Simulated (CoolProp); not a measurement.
Vapour pressure (MPa) of CF4 (R14): the reference equation beside estimates from Tc = 227.4 K, pc = 3.762 MPa, ω = 0.178.

The numbers come from the reference Helmholtz-energy equation of state, Platzer 1990 in CoolProp. This equation is an older, rougher fit; its heat capacities, sound speeds and derivatives of the liquid may be far off and weren't checked against measurements.

| T (K) | reference | Soave-Redlich-Kwong | Peng-Robinson |
|---|---|---|---|
| 172.6 | 0.5002 | 0.5072 | 0.5025 |
| 174.8 | 0.5552 | 0.5635 | 0.5579 |
| 177.1 | 0.6174 | 0.6271 | 0.6206 |
| 179.3 | 0.6815 | 0.6929 | 0.6853 |
| 181.6 | 0.7538 | 0.7669 | 0.7582 |
| 183.8 | 0.8280 | 0.8430 | 0.8332 |
| 186.1 | 0.9112 | 0.9283 | 0.9173 |
| 188.3 | 0.9965 | 1.016 | 1.004 |
| 190.6 | 1.092 | 1.113 | 1.100 |
| 192.8 | 1.189 | 1.213 | 1.198 |
| 195.1 | 1.297 | 1.324 | 1.308 |
| 197.3 | 1.408 | 1.436 | 1.420 |
| 199.6 | 1.530 | 1.562 | 1.544 |
| 201.8 | 1.655 | 1.689 | 1.671 |

Absolute difference from the reference over all 14 rows, mean and median: Soave-Redlich-Kwong 1.8 and 1.9 %, Peng-Robinson 0.7 and 0.7 %.
